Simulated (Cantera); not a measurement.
A closed system holds: 1 mol c-C4F8, a varied amount of HCl, at 2775 K and 1.10 Pa.

Method: chemical equilibrium by Gibbs-energy minimisation in Cantera with the NASA 1993 tables (ideal gas, pure condensed phases). Candidate condensed phases: C, C6H6, C7H8, C8H18; 118 gas species. The feed counts by its element totals alone. Kinetics and transport are ignored.

Q: At 0.02 mol HCl, list the 4 most abundant gas species with their mole fractions, and the condensed phases.

A: F 0.756, C 0.141, C3 0.0630, C2 0.0197. Condensed: gas only.
